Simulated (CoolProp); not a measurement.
Carbon monoxide along the isobar 1.85 MPa: density (kg/m³) from the reference equation and from simpler models built on Tc = 132.9 K, pc = 3.498 MPa, ω = 0.050; each cubic takes its own stable root.

Computed with CoolProp (reference Helmholtz-energy equation of state, Lemmon 2006). It is a short technical equation, of lower accuracy than the large ones.

```csv
T (K),phase,reference
84.4,liquid,785.6
102,liquid,700.8
137.1,gas,55.62
154.6,gas,45.74
172.2,gas,39.39
189.7,gas,34.85
207.3,gas,31.35
224.9,gas,28.55
242.4,gas,26.26
260,gas,24.33
277.5,gas,22.68
295.1,gas,21.25
312.7,gas,19.99
330.2,gas,18.89
347.8,gas,17.90
```

Q: How far does each simpler model (van der Waals, Soave-Redlich-Kwong, Peng-Robinson) lie from the reference over these 15 states: mean and median of the absolute difference, and the worst?

A: 
- van der Waals: mean 4.9 %, median 0.9 %, worst -31.3 % at 102 K and 1.85 MPa
- Soave-Redlich-Kwong: mean 0.4 %, median 0.3 %, worst -2.0 % at 102 K and 1.85 MPa
- Peng-Robinson: mean 2.3 %, median 0.7 %, worst +12.7 % at 84.4 K and 1.85 MPa
